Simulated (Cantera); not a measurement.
# Equilibrium for hydrogen reduction and annealing atmospheres: FeS + H2 + N2 + CH4

A closed system holds: 1 mol FeS, 26 mol H2, 43 mol N2, 0.43 mol CH4, at 0.0133 bar.

Equilibrium computed with Cantera from the NASA thermochemical tables; the gas is ideal and each condensed phase is pure. Candidate condensed phases: C, C6H6, C7H8, C8H18, Fe, FeS, FeS2, S; 101 gas species. Metal and sulfide melt together well below either melting point, which pure phases cannot show. Mutual solubility and eutectic melting of coexisting phases are not modelled. FeS: taken at fixed stoichiometry. Condensed phases not in the tables: cementite and carbon dissolved in iron. Gases not in the tables: S3 to S7. Equilibrium is a limit: real reactors are often held back by kinetics, nucleation or transport.

From 925 K to 1175 K the condensed part is C(graphite) + Fe(α) + FeS(s). From 1225 K to 1375 K the condensed part is C(graphite) + Fe(γ) + FeS(s).

| T (K) | x N2 | x H2 | x H2S | x CS2 | x CH4 | x HCN | x S2 | x SH | n C(graphite) | n Fe(α) | n FeS(s) | n Fe(γ) |
|---|---|---|---|---|---|---|---|---|---|---|---|---|
| 925 | 0.616 | 0.384 | 0.000223 | 2.04e-9 | 0.000445 | 6.87e-7 | 2.39e-10 | 3.79e-9 | 0.399 | 0.0156 | 0.984 | 0 |
| 975 | 0.616 | 0.384 | 0.000345 | 1.51e-8 | 0.000247 | 1.67e-6 | 1.89e-9 | 1.75e-8 | 0.413 | 0.0241 | 0.976 | 0 |
| 1025 | 0.616 | 0.384 | 0.000512 | 9.25e-8 | 0.000144 | 3.73e-6 | 1.23e-8 | 7.00e-8 | 0.420 | 0.0358 | 0.964 | 0 |
| 1075 | 0.616 | 0.384 | 0.000738 | 4.85e-7 | 8.85e-5 | 7.70e-6 | 6.81e-8 | 2.48e-7 | 0.423 | 0.0516 | 0.948 | 0 |
| 1125 | 0.616 | 0.383 | 0.00103 | 2.22e-6 | 5.65e-5 | 1.49e-5 | 3.27e-7 | 7.86e-7 | 0.425 | 0.0725 | 0.928 | 0 |
| 1175 | 0.616 | 0.383 | 0.00140 | 8.91e-6 | 3.75e-5 | 2.73e-5 | 1.37e-6 | 2.26e-6 | 0.425 | 0.0995 | 0.901 | 0 |
| 1225 | 0.615 | 0.383 | 0.00186 | 3.20e-5 | 2.56e-5 | 4.74e-5 | 5.15e-6 | 5.96e-6 | 0.423 | 0 | 0.865 | 0.135 |
| 1275 | 0.615 | 0.382 | 0.00240 | 0.000104 | 1.80e-5 | 7.89e-5 | 1.73e-5 | 1.46e-5 | 0.416 | 0 | 0.814 | 0.186 |
| 1325 | 0.615 | 0.381 | 0.00304 | 0.000307 | 1.30e-5 | 0.000126 | 5.30e-5 | 3.32e-5 | 0.398 | 0 | 0.734 | 0.266 |
| 1375 | 0.615 | 0.380 | 0.00377 | 0.000833 | 9.59e-6 | 0.000195 | 0.000149 | 7.09e-5 | 0.355 | 0 | 0.592 | 0.408 |
x: gas mole fraction; n: condensed amount in mol.
